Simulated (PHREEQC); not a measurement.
A PHREEQC speciation (ion-association model, wateq4f.dat) at 25 °C gives pH 6.14 and these molalities:

```
species     mol/kgw
----------  -------
Ni+2         0.0131
SO4-2        0.0131
NiSO4       0.00673
Ni(SO4)2-2  4.85e-6
```

What are the element totals, and what could have been dissolved in 1 kg of water to give them?

This is not unique; one that fits is totals Ni 0.0198, S(6) 0.0198 mol/kgw, from 19.8 mmol/kgw NiSO4.

No solid was allowed to form. Species that the database lacks are ignored.
